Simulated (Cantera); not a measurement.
An isothermal, constant-pressure homogeneous reactor starts with 6.72 % H2, 93.3 % O2, equivalence ratio 0.036, at 1150 K and 18.8 Torr.

Detailed kinetics in Cantera: the H2/O2 subset of GRI-Mech 3.0, which has no nitrogen chemistry. Radical loss at walls, strong at low pressure, is not modelled. The temperature is held fixed by assumption; the heat of reaction is taken as removed at once.

One state of this run: x H2 = 0.00203; x O2 = 0.891; x H = 0.0132; x HO2 = 9.75e-6; x H2O = 0.0568; x OH = 0.00414; x H2O2 = 2.79e-7. x: mole fraction; the columns are a selection and need not sum to one.

**Question.** Which value of t (s) does it belong to?
(A) 0.00218
(B) 0.0379
(C) 47.9
(D) 0.000522

**Answer.** A, 0.00218
